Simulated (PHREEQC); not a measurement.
A PHREEQC input (ion-association model, phreeqc.dat):

```
SOLUTION 1
  temp 85
  units mg/L
  pH 6.94 charge
  pe 8.4
  Na 5710
  K 5490
  Ca 149
  Mg 1130
  Cl 12100
  S(6) 6510 as SO4
  Alkalinity 159 as HCO3
  Cd 38.2
  Li 2.84
  Ba 2.75
  B 1.4
END
USE solution 1
EQUILIBRIUM_PHASES 1
  Gypsum 0 0
  CO2(g) -2 10
END
```

It stops with these messages:

```
ERROR: pH adustment cannot attain charge balance when alkalinity is fixed.
ERROR: Program terminating due to input errors.
```

The fault: pH asked from the charge balance while alkalinity is fixed. The line should read `pH 6.94` where the input has `pH 6.94 charge`. With the mend the run ends at pH 7.38 and ionic strength 0.490 mol/kgw.
